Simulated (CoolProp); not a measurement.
The fluid at 481.08 K and 0.0117 MPa expands adiabatically to 0.00121 MPa with isentropic efficiency 0.8. The same conditions are run with several fluids, on thermodynamics alone (safety and materials aside).

Values from CoolProp's reference Helmholtz-energy equation of state of each fluid (decamethylcyclopentasiloxane (D5): Thol 2019; R11: Jacobsen 1992; dry air: Lemmon 2000; ammonia: Gao 2020; octamethyltrisiloxane (MDM): Thol 2017). Blends and air are pseudo-pure fits.

Question: Rank decamethylcyclopentasiloxane (D5), R11, dry air, ammonia, octamethyltrisiloxane (MDM) by work (kJ/kg), highest first.

Answer: ammonia (338), dry air (185), R11 (47.7), octamethyltrisiloxane (MDM) (30.0), decamethylcyclopentasiloxane (D5) (19.2)

```tsv
fluid	final temperature (K)	final density (kg/m³)
decamethylcyclopentasiloxane (D5)	469.5	0.115
R11	408.8	0.0489
dry air	298.5	0.0141
ammonia	333.0	0.00744
octamethyltrisiloxane (MDM)	464.9	0.0741
```
